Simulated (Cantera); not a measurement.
A freely propagating, adiabatic, planar premixed flame of 10.4 % CH4, 18.8 % O2, 70.8 % N2, unburnt at 623 K and 5.00 bar; mixture-averaged transport, grid criteria slope 0.08 and curve 0.16, no radiation.

Computed with Cantera and GRI-Mech 3.0 (53 species, 325 reactions). Burning velocities carry a grid error of a few per cent, more on coarse grids.

x: mole fraction of selected species; z is measured from the peak of heat release.

```tsv
z (mm)	T (K)	u (m/s)	x CH4	x O2	x N2O	x H2O2	x H2O	x O
-0.287	623	0.811	0.103	0.188	<1e-8	3.59e-8	0.000109	<1e-8
-0.192	628	0.819	0.103	0.187	<1e-8	4.60e-7	0.00101	<1e-8
-0.144	642	0.839	0.101	0.186	<1e-8	1.81e-6	0.00335	<1e-8
-0.0958	731	0.963	0.0944	0.178	<1e-8	1.10e-5	0.0159	1.44e-8
-0.0479	1170	1.56	0.0637	0.138	4.09e-8	3.62e-5	0.0670	5.79e-6
-0.0239	[?]	2.15	[?]	[?]	[?]	[?]	[?]	[?]
0	1983	2.69	0.00716	0.0456	1.76e-7	2.90e-6	0.154	0.000484
0.0239	2150	2.91	0.000439	0.0198	2.40e-7	7.74e-7	0.172	0.00136
0.0479	2208	2.98	1.45e-5	0.0115	2.72e-7	5.28e-7	0.176	0.00169
0.0958	2272	3.05	2.98e-8	0.00722	2.65e-7	3.97e-7	0.178	0.00136
0.192	2337	3.12	<1e-8	[?]	[?]	[?]	0.182	[?]
0.383	2388	3.18	<1e-8	0.00269	1.96e-7	1.83e-7	0.186	0.000428
0.766	2418	3.21	<1e-8	0.00154	1.59e-7	1.17e-7	0.189	0.000233
```

Task: Complete the blanks.

Result: 
- -0.0239, T (K): 1593
- -0.0239, x CH4: 0.0334
- -0.0239, x O2: 0.0939
- -0.0239, x N2O: 9.85e-8
- -0.0239, x H2O2: 1.19e-5
- -0.0239, x H2O: 0.112
- -0.0239, x O: 7.26e-5
- 0.192, x O2: 0.00463
- 0.192, x N2O: 2.34e-7
- 0.192, x H2O2: 2.81e-7
- 0.192, x O: 0.000819
